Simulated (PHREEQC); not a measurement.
Make-up at 25 °C and 300 atm: 0.52 mol Na2CO3, 0.18 mol H3BO3 and 0.00013 mol H4SiO4 per kg of water. Closed to the air; pH follows from the charge balance.

Equilibrium calculation in PHREEQC: Pitzer model, pitzer.dat.

Task: The ionic strength comes out as 1.40 mol/kgw. What activity coefficients do B4O5(OH)4-2, Na+, HCO3-, B(OH)4-, CO3-2 get?

Result: B4O5(OH)4-2 0.027, Na+ 0.53, HCO3- 0.49, B(OH)4- 0.43, CO3-2 0.094. Single-ion values are on the MacInnes scale.

This is a speciation only: nothing precipitates in the calculation. Species that the database lacks are ignored. In brines, pH and single-ion activities rest on the MacInnes convention. Under pressure, the constants of complexes without a molar volume in the database are unreliable.
